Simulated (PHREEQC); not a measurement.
Consider water at 70 °C with 0.05 mol CaCl2 and 0.00023 mol CO2 per kg of water. Closed to the air; pH follows from the charge balance.

Computed with PHREEQC (Pitzer model, pitzer.dat).

```tsv
quantity	before	after
pH	4.99	6.34
ionic strength (mol/kgw)	0.150	0.150
```

Task: Name the change that produced these shifts.
(A) CO2 from 0.00023 to 0.000207 mol/kgw
(B) CaCl2 left out
(C) CaCl2 replaced by KCl at the same molality
(D) CO2 left out
(E) CO2 from 0.00023 to 0.000345 mol/kgw

Result: D, CO2 left out

No solid was allowed to form. Constants without temperature data keep their 25 °C values here.
